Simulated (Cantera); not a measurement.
Input: 1 mol trisilylamine, 50 mol N₂, 51 mol H₂, 0.33 mol NH₃, held at 133 Pa.

Cantera equilibrium calculation (NASA polynomials, part measured and part estimated; ideal gas, pure solids and liquids). Candidate condensed phases: Si, Si₃N₄; 18 gas species. The feed counts by its element totals alone. Gases not in the tables: Si₂H₆ and higher silanes. Equilibrium is a limit: real reactors are often held back by kinetics, nucleation or transport.

Problem. Which condensed phases are stable at each of these points (T (°C)): 752, 827, 902, 977, 1052, 1127, 1202, 1277, 1352, 1427, 1502?

Solution. 
```csv
T (°C),condensed phases,Si condensed (%)
752,Si₃N₄(s),100.0
827,Si₃N₄(s),100.0
902,Si₃N₄(s),100.0
977,Si₃N₄(s),100.0
1052,Si₃N₄(s),100.0
1127,Si₃N₄(s),100.0
1202,Si₃N₄(s),100.0
1277,Si₃N₄(s),100.0
1352,Si₃N₄(s),99.6
1427,Si(l),97.9
1502,Si(l),93.5
```

From 752 °C to 1352 °C the condensed part is Si₃N₄(s). From 1427 °C to 1502 °C the condensed part is Si(l).
